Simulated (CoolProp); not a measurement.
Model: reference Helmholtz-energy equation of state, Thol 2017, in CoolProp.

Q: Give the vapour pressure (MPa), vapour density (kg/m³), enthalpy of vaporisation (kJ/kg) of saturated decamethyltetrasiloxane (MD2M) at 92.95 °C.

A: 
```csv
T (°C),p (MPa),vapour density (kg/m³),enthalpy of vaporisation (kJ/kg)
92.95,0.00334,0.343,166
```
